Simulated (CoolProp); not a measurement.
Saturation properties of fluorine (Tc = -128.7 °C, pc = 5240 kPa, ω = 0.045).

Model: reference Helmholtz-energy equation of state, de Reuck 1990, in CoolProp.

```
T (°C)   p (kPa)  vapour density (kg/m³)  enthalpy of vaporisation (kJ/kg)  liquid cp (kJ/(kg K))  surface tension (mN/m)
-------  -------  ----------------------  --------------------------------  ---------------------  ----------------------
-173.15    427.5                   21.49                             158.4                  1.585                    9.46
-168.95    591.9                   29.26                             153.0                  1.619                    8.38
-164.85    792.8                   38.76                             147.3                  1.659                    7.35
-160.65     1046                   50.85                             140.9                  1.712                    6.33
-156.45     1352                   65.86                             133.9                  1.783                    5.33
-152.35     1708                   84.03                             126.1                  1.878                    4.38
-148.15     2139                   107.3                             117.1                  2.021                    3.45
-144.05     2630                   136.3                             106.9                  2.240                    2.59
```

It boils at -188.1 °C under 1 atm.

Surface tension comes from a separate correlation (Mulero 2012).
